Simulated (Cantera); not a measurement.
What does this Cantera script print?

```python
import numpy as np
import cantera as ct

gas_names = """
    C CH CH2 CH3 CH2OH CH3O CH4 CH3OH CN CO CO2 COOH C2 C2H CHCO,ketyl C2H2,acetylene C2H2,vinylidene
    CH2CO,ketene C2H3,vinyl CH3CN CH3CO,acetyl C2H4 C2H4O,ethylen CH3CHO,ethanal CH3COOH (HCOOH)2 C2H5
    C2H6 CH3OCH3 C2H5OH CCN CNC C2N2 C2O C3 C3H3,propargyl C3H4,allene C3H4,propyne C3H4,cyclo-
    C3H5,allyl C3H6,propylene C3H6,cyclo- C3H6O C3H7,n-propyl C3H7,i-propyl C3H8 C3H8O,1propanol
    C3H8O,2propanol C3O2 C4 C4H2 C4H4,1,3-cyclo- C4H6,butadiene C4H6,2-butyne C4H6,cyclo- C4H8,1-butene
    C4H8,cis2-buten C4H8,tr2-butene C4H8,isobutene C4H8,cyclo- (CH3COOH)2 C4H9,n-butyl C4H9,i-butyl
    C4H9,s-butyl C4H9,t-butyl C4H10,isobutane C4H10,n-butane C4N2 C5 C5H6,1,3cyclo- C5H8,cyclo-
    C5H10,1-pentene C5H10,cyclo- C5H11,pentyl C5H11,t-pentyl C5H12,n-pentane C5H12,i-pentane
    CH3C(CH3)2CH3 C6H2 C6H5,phenyl C6H5O,phenoxy C6H6 C6H5OH,phenol C6H10,cyclo- C6H12,1-hexene
    C6H12,cyclo- C6H13,n-hexyl C7H7,benzyl C7H8 C7H8O,cresol C7H14,1-heptene C7H15,n-heptyl
    C7H16,n-heptane C8H8,styrene C8H10,ethylbenz C8H16,1-octene C8H17,n-octyl C8H18,isooctane
    C8H18,n-octane C9H19,n-nonyl C10H8,naphthale C10H21,n-decyl C12H9,o-bipheny C12H10,bipheny H HCN HCO
    HCCN HNC HNCO HNO HNO2 HNO3 HO2 H2 HCHO,formaldehy HCOOH H2O H2O2 N NCO NH NH2 NH3 NH2OH NO NO2 NO3
    N2 N2H2 N2H4 N2O O OH O2 O3 Si SiC SiC2 SiC4H12 SiH SiH2 SiH3 SiH4 SiN SiO SiO2 Si2 Si2C Si2N Si3
""".split()
cond_names = """
    C(gr) C6H6(L) C7H8(L) C8H18(L),n-octa H2O(s) H2O(L) Si(cr) Si(L) SiC(b) SiO2(Lqz) SiO2(hqz) SiO2(L)
    Si2N2O(s) Si3N4(a)
""".split()


def load(file, names, dense=False):
    # The tables refer to 1 bar. Condensed volumes are neglected.
    table = {s.name: s for s in ct.Species.list_from_file(file)}
    out = []
    for n in names:
        d = dict(table[n].input_data)
        d["thermo"] = dict(d["thermo"], **{"reference-pressure": 1e5})
        if dense:
            d["equation-of-state"] = {"model": "constant-volume", "density": "1e6 g/cm^3"}
        out.append(ct.Species.from_dict(d))
    return out


gas = ct.Solution(thermo="ideal-gas", species=load("nasa_gas.yaml", gas_names))
cond = {s.name: ct.Solution(thermo="fixed-stoichiometry", species=[s], name=s.name)
        for s in load("nasa_condensed.yaml", cond_names, dense=True)}
atoms = {
    'Si2H6': {'Si': 2, 'H': 6},
    'CO2': {'C': 1, 'O': 2},
    'H2': {'H': 2},
    'NO': {'N': 1, 'O': 1},
}
top_T = {'C(gr)': 4500, 'SiC(b)': 3050, 'Si2N2O(s)': 2100, 'Si3N4(a)': 2400}  # K; cautious upper limits of use, not melting points


def equilibrate(T, P, feed):
    n = {}
    for name, mol in feed.items():
        for a, k in atoms[name].items():
            n[a] = n.get(a, 0.0) + k * mol
    gas.TPX = T, P, n
    mass = sum(n.values()) * gas.mean_molecular_weight
    gas.equilibrate("TP")
    valid = [c for c in cond.values() if c.min_temp <= T <= top_T.get(c.name, c.max_temp)]
    mix = ct.Mixture([(gas, mass / gas.mean_molecular_weight)] + [(c, 0.0) for c in valid])
    mix.T, mix.P = T, P
    mix.equilibrate("TP", solver="vcs", rtol=1e-11, max_steps=5000)
    return mix


results = []
feed = {'Si2H6': 1, 'CO2': 5.1, 'H2': 0.14, 'NO': 3.3}  # mol
T = 1123  # K
P = 140  # Pa
mix = equilibrate(T, P, feed)
results.append((T, P, feed, dict(zip(mix.species_names, mix.species_moles))))
x = sorted(zip(gas.X, gas.species_names), reverse=True)
print(f"T = {T:g} K  P = {P:g} Pa  gas = {mix.phase_moles(0):.4g} mol")
print("   x: " + "  ".join(f"{s} {v:.3e}" for v, s in x if v > 1e-05))
print("   condensed (mol): " + ("  ".join(f"{mix.phase(i).name} {mix.phase_moles(i):.4g}"
      for i in range(1, mix.n_phases) if mix.phase_moles(i) > 1e-12) or "none"))
```

It prints:

```
T = 1123 K  P = 140 Pa  gas = 9.89 mol
   x: CO2 2.710e-01  CO 2.447e-01  H2O 1.739e-01  N2 1.668e-01  H2 1.436e-01
   condensed (mol): SiO2(hqz) 2
```

These are equilibrium values from Cantera (NASA tables, ideal gas, pure condensed phases), not measurements of a reactor. The feed counts by its element totals alone.
